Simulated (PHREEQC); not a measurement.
## Brackish or sea water: speciation

Model water analysis in mmol/kgw, 15 °C, pH 7.69:

```tsv
constituent	mmol/kgw
Na	127
K	24.4
Ca	4.34
Mg	3.42
Cl	115
S(6)	25.2
Alkalinity (meq/kgw)	0.603
Si	1.5
Br	1.68
```

Valence states are taken as typed.

All values are PHREEQC results (Pitzer model, pitzer.dat), not measurements.

Each row changes one thing in this solution. This is a speciation only: nothing precipitates in the calculation.

| case | ionic strength (mol/kgw) | CO2 (mol/kgw) | H3SiO4- (mol/kgw) | CO3-2 (mol/kgw) | MgCO3 (mol/kgw) | MgOH+ (mol/kgw) | SI of SiO2(a) (SiO2) | SI of Gypsum (CaSO4:2H2O) |
|---|---|---|---|---|---|---|---|---|
| as made | 0.200 | 2.36e-5 | 1.14e-5 | 3.36e-6 | 5.66e-7 | 3.47e-8 | -0.06 | -0.63 |
| Cl from 115 to 57.5 mmol/kgw | 0.172 | 2.44e-5 | 1.13e-5 | 3.09e-6 | 5.61e-7 | 3.53e-8 | -0.06 | -0.60 |
| pH from 7.69 to 7.19 at the same alkalinity | 0.200 | ___ | 3.63e-6 | 1.09e-6 | 1.83e-7 | 1.10e-8 | -0.06 | -0.63 |
| pH from 7.69 to 7.99 at the same alkalinity | 0.200 | 1.14e-5 | 2.26e-5 | 6.50e-6 | 1.09e-6 | 6.93e-8 | ___ | -0.63 |

Q: Complete the blanks.

A: 
- pH from 7.69 to 7.19 at the same alkalinity, CO2 (mol/kgw): 7.62e-5
- pH from 7.69 to 7.99 at the same alkalinity, SI of SiO2(a) (SiO2): -0.07
